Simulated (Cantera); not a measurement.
A Cantera script and its output.

```python
import numpy as np
import cantera as ct

gas = ct.Solution("gri30.yaml")
gas.TPX = 1323, 18000, {'H2': 1.8, 'O2': 1, 'N2': 6.4}
reactor = ct.IdealGasConstPressureReactor(gas, energy="off", clone=False)
net = ct.ReactorNet([reactor])
net.rtol, net.atol = 1e-08, 1e-18
show = ['H2', 'O2', 'OH', 'H2O', 'NO', 'N2O', 'HO2']
times = np.geomspace(0.0007, 70, 9)

steps = ct.SolutionArray(gas, extra=["t"])
rows = []
print(f"{'t/s':>10s}{'T/K':>9s}{'P/Pa':>11s}" + "".join(f"{s:>11s}" for s in show))
for t in times:
    while net.time < t:
        t_next = net.step()
        steps.append(gas.state, t=t_next)
    rows.append([np.interp(t, steps.t, y) for y in (steps.T, steps.P, *steps(*show).X.T)])
    print(f"{t:10.3e}{rows[-1][0]:9.1f}{rows[-1][1]:11.4g}" + "".join(f"{x:11.3e}" for x in rows[-1][2:]))
rate = np.gradient(steps.T, steps.t)
print("integrator steps:", len(steps.t))
if steps.T.max() > steps.T[0] + 200:
    print(f"time of steepest temperature rise: {steps.t[rate.argmax()]:.4e} s")
gas.TPX = 1323, 18000, {'H2': 1.8, 'O2': 1, 'N2': 6.4}
gas.equilibrate("TP")
print(f"equilibrium (TP): T = {gas.T:.1f} K  " + "  ".join(f"{s} {gas[s].X[0]:.3e}" for s in show))
```

It prints:

```
       t/s      T/K       P/Pa         H2         O2         OH        H2O         NO        N2O        HO2
 7.000e-04   1323.0    1.8e+04  2.355e-02  2.908e-02  4.624e-03  1.573e-01  1.490e-05  1.244e-08  4.857e-06
 2.952e-03   1323.0    1.8e+04  9.330e-03  1.694e-02  2.201e-03  2.006e-01  2.243e-05  1.701e-08  3.171e-06
 1.245e-02   1323.0    1.8e+04  1.454e-03  1.256e-02  7.313e-04  2.146e-01  2.315e-05  3.165e-08  1.758e-06
 5.249e-02   1323.0    1.8e+04  1.089e-04  1.204e-02  1.953e-04  2.166e-01  2.316e-05  5.335e-08  3.394e-07
 2.214e-01   1323.0    1.8e+04  9.627e-06  1.203e-02  5.958e-05  2.168e-01  2.316e-05  5.854e-08  3.580e-08
 9.335e-01   1323.0    1.8e+04  1.552e-06  1.203e-02  2.431e-05  2.169e-01  2.317e-05  3.575e-08  7.594e-09
 3.936e+00   1323.0    1.8e+04  6.363e-07  1.203e-02  1.550e-05  2.169e-01  2.317e-05  5.302e-09  5.257e-09
 1.660e+01   1323.0    1.8e+04  6.081e-07  1.203e-02  1.513e-05  2.169e-01  2.317e-05  3.003e-09  5.213e-09
 7.000e+01   1323.0    1.8e+04  6.081e-07  1.203e-02  1.513e-05  2.169e-01  2.317e-05  3.003e-09  5.213e-09
integrator steps: 2049
equilibrium (TP): T = 1323.0 K  H2 6.092e-07  O2 1.199e-02  OH 1.512e-05  H2O 2.169e-01  NO 1.090e-04  N2O 2.999e-09  HO2 5.199e-09
```

Model: GRI-Mech 3.0 (53 species, 325 reactions), integrated in Cantera. The temperature is held fixed by assumption; the heat of reaction is taken as removed at once.
